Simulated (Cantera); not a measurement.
**Equilibrium for sublimation and decomposition of ceramics: Al2O3 + N2**

A closed system holds: 1 mol Al2O3, 0.071 mol N2, equilibrated at 2750 K.

Equilibrium computed with Cantera from the NASA thermochemical tables; the gas is ideal and each condensed phase is pure. Candidate condensed phases: Al, AlN, Al2O3; 16 gas species. The numbers say what is thermodynamically allowed, not how fast it happens.

From 1.00e-5 bar to 0.000160 bar nothing is condensed. From 0.00250 bar to 10.0 bar the condensed part is Al2O3(l). The main Al-bearing gas is Al throughout.

| P (Pa) | log p N2 | log p O | log p Al | log p AlO | log p Al2O | log p O2 | n Al2O3(l) |
|---|---|---|---|---|---|---|---|
| 1 | -6.86 | -5.23 | -5.41 | -6.95 | -8.80 | -7.76 | 0 |
| 16 | -5.60 | -4.08 | -4.32 | -4.71 | -5.46 | -5.47 | 0 |
| 250 | -2.66 | -3.84 | -4.10 | -4.25 | -4.79 | -4.97 | 0.997 |
| 4000 | -1.40 | -3.87 | -4.05 | -4.23 | -4.72 | -5.04 | 1.000 |
| 63000 | -0.20 | -3.97 | -3.91 | -4.18 | -4.53 | -5.24 | 1.000 |
| 1000000 | 1.00 | -4.14 | -3.65 | -4.10 | -4.18 | -5.58 | 1.000 |
log p: log10 of the partial pressure in bar; n: condensed amount in mol.
